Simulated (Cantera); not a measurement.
A perfectly stirred reactor is fed with 16.4 % CH3OH, 17.5 % O2, 66.1 % N2, at 6.70 bar; it is adiabatic with a 373 K inlet, and is followed from long to short residence time, starting on the burning branch (τ in s: 0.21, 0.068, 0.021, 0.0068, 0.0021, 0.00068, 0.00021, 6.8e-05, 2.2e-05).

Cantera simulation using GRI-Mech 3.0 (53 species, 325 reactions); the numbers are that mechanism's predictions, not measurements. GRI-Mech 3.0 was tuned for natural gas; its chemistry of methanol as a main component is partial and can be far from experiment.

**Question.** Predict: blow-out, bracketed by the residence times tried; x(CH3OH) at τ = 0.210 s; x(O2) at τ = 0.210 s; x(OH) at τ = 0.210 s; x(CH2O) at τ = 0.210 s; x(CH4) at τ = 0.210 s; x(CH3OH) at τ = 2.10 ms; x(O2) at τ = 2.10 ms; x(OH) at τ = 2.10 ms; x(CH2O) at τ = 2.10 ms; x(CH4) at τ = 2.10 ms.

**Answer.** 
```
Quantity                                                                          Result
------------------------------------------------  --------------------------------------
blow-out, bracketed by the residence times tried  burning at 22.0 µs, the shortest tried
x(CH3OH) at τ = 0.210 s                                                          6.25e-7
x(O2) at τ = 0.210 s                                                             2.09e-5
x(OH) at τ = 0.210 s                                                            0.000184
x(CH2O) at τ = 0.210 s                                                           6.58e-7
x(CH4) at τ = 0.210 s                                                            1.23e-5
x(CH3OH) at τ = 2.10 ms                                                          1.15e-5
x(O2) at τ = 2.10 ms                                                            0.000394
x(OH) at τ = 2.10 ms                                                             0.00111
x(CH2O) at τ = 2.10 ms                                                           1.06e-5
x(CH4) at τ = 2.10 ms                                                            1.37e-5
```
